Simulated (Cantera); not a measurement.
Input: 1 mol Zr, 3.1 mol O2, 14 mol N2, held at 2527 °C and 0.680 bar.

These are equilibrium values from Cantera (NASA tables, ideal gas, pure condensed phases), not measurements of a reactor. Candidate condensed phases: Zr, ZrN, ZrO2; 13 gas species. Equilibrium is a limit: real reactors are often held back by kinetics, nucleation or transport.

Base state: N2 0.847, O2 0.105, NO 0.0270, O 0.0213, ZrO2 2.66e-5, NO2 1.06e-5 (mole fractions); condensed: ZrO2(s).

**Question.** What changes in the equilibrium state with this change: temperature from 2527 °C to 1325 °C?

**Answer.** 
```
species                 before    after
---------------------  -------  -------
N2                       0.847    0.869
O2                       0.105    0.130
NO                      0.0270  0.00158
O                       0.0213  6.19e-6
ZrO2                   2.66e-5    <1e-9
NO2                    1.06e-5  4.17e-6
ZrO2(s), mol             1.000        0
ZrO2(tetragonal), mol        0     1.00
```

**Question.** What changes in the equilibrium state with this change: 0.066 mol NH3 added?

**Answer.** 
```
species        before     after
------------  -------  --------
N2              0.847     0.843
O2              0.105     0.101
NO             0.0270    0.0263
OH                  0   0.00494
O              0.0213    0.0209
ZrO2          2.66e-5   2.66e-5
H2O                 0   0.00262
H                   0   0.00146
H2                  0  0.000218
ZrO2(s), mol    1.000     1.000
```
Further candidate phases: H2O.

**Question.** What changes in the equilibrium state with this change: temperature from 2527 °C to 652 °C?

**Answer.** 
```tsv
species	before	after
N2	0.847	0.870
O2	0.105	0.130
NO	0.0270	1.06e-5
O	0.0213	<1e-9
ZrO2	2.66e-5	<1e-9
NO2	1.06e-5	6.56e-7
ZrO2(s), mol	1.000	0
ZrO2(monoclinic), mol	0	1.00
```
